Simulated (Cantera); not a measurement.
Carbothermic reduction: Ta₂O₅ + CH₄ + CO

Input: 1 mol Ta₂O₅, 0.44 mol CH₄, 0.39 mol CO, held at 85.0 Pa.

These are equilibrium values from Cantera (NASA tables, ideal gas, pure condensed phases), not measurements of a reactor. Candidate condensed phases: C, C₆H₆, C₇H₈, C₈H₁₈, H₂O, Ta, TaC, Ta₂O₅; 113 gas species. Mutual solubility and eutectic melting of coexisting phases are not modelled. TaC: taken at fixed stoichiometry. Condensed phases not in the tables: Ta₂C. Equilibrium is a limit: real reactors are often held back by kinetics, nucleation or transport.

```csv
T (°C),x H₂,x CO,x H,x CO₂,x H₂O,n C(graphite),n Ta₂O₅(s),n TaC(s)
577,0.693,0.303,5.85e-10,0.00169,0.00126,0.443,1.00,0
727,0.555,0.444,5.80e-8,0.000105,9.12e-5,0,0.937,0.126
877,0.555,0.444,1.91e-6,0.000102,0.000151,0,0.937,0.126
1027,0.555,0.444,2.83e-5,9.92e-5,0.000219,0,0.937,0.126
1177,0.555,0.444,0.000242,9.75e-5,0.000290,0,0.937,0.126
1327,0.554,0.444,0.00139,9.63e-5,0.000361,0,0.937,0.126
1477,0.551,0.443,0.00592,9.52e-5,0.000428,0,0.937,0.126
```
x: gas mole fraction; n: condensed amount in mol.

At 577 °C the condensed part is C(graphite) + Ta₂O₅(s). From 727 °C to 1477 °C the condensed part is TaC(s) + Ta₂O₅(s).
